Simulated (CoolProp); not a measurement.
Isobutane at several states: Z from the reference equation and from simpler models built on Tc = 134.7 °C, pc = 3.629 MPa, ω = 0.184; each cubic takes its own stable root.

The numbers come from the reference Helmholtz-energy equation of state, Bücker 2006 in CoolProp.

```tsv
T (°C)	p (MPa)	phase	reference	van der Waals	Redlich-Kwong	Soave-Redlich-Kwong
-75.45	0.0309	liquid	0.001655	0.9867	0.001788	0.001770
280.65	5.28	supercritical	0.8318	0.7807	0.8086	0.8493
52.05	0.107	gas	0.9790	0.9849	0.9807	0.9797
209.55	0.0116	gas	0.9994	0.9994	0.9993	0.9994
-52.95	6.33	liquid	0.3126	0.4910	0.3360	0.3320
-70.65	0.083	liquid	0.004372	0.9655	0.004721	0.004669
```

At some of these states van der Waals gives the other phase, because its saturation line lies elsewhere.
